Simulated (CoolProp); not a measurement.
C2F6 (R116) along the isobar 3.87 MPa: Z from the reference equation and from simpler models built on Tc = 293.0 K, pc = 3.048 MPa, ω = 0.257; each cubic takes its own stable root.

Computed with CoolProp (reference Helmholtz-energy equation of state, Lemmon 2006). It is a short technical equation, of lower accuracy than the large ones.

| T (K) | phase | reference | van der Waals | Redlich-Kwong | Peng-Robinson |
|---|---|---|---|---|---|
| 233.9 | liquid | 0.1902 | … | 0.2079 | 0.1771 |
| 242.1 | liquid | 0.1894 | 0.2873 | 0.2084 | 0.1774 |
| 250.2 | liquid | 0.1894 | 0.2862 | 0.2100 | … |
| 258.4 | liquid | 0.1905 | 0.2864 | 0.2130 | 0.1817 |
| 266.5 | liquid | 0.1928 | 0.2882 | 0.2178 | 0.1865 |
| 274.7 | liquid | 0.1971 | 0.2921 | 0.2253 | 0.1943 |
| 282.8 | liquid | 0.2045 | 0.2990 | 0.2369 | 0.2068 |
| 290.9 | liquid | 0.2184 | 0.3107 | 0.2562 | 0.2290 |
| 299.1 | supercritical | 0.2575 | 0.3323 | 0.2954 | 0.2823 |
| 307.2 | supercritical | 0.4262 | 0.3793 | 0.4012 | 0.4255 |
| 315.4 | supercritical | 0.5465 | 0.4804 | 0.5172 | 0.5322 |
| 323.5 | supercritical | … | 0.5612 | 0.5873 | 0.5994 |

Some entries are withheld; supply them.


- 233.9, van der Waals: 0.2895
- 250.2, Peng-Robinson: 0.1788
- 323.5, reference: 0.6175
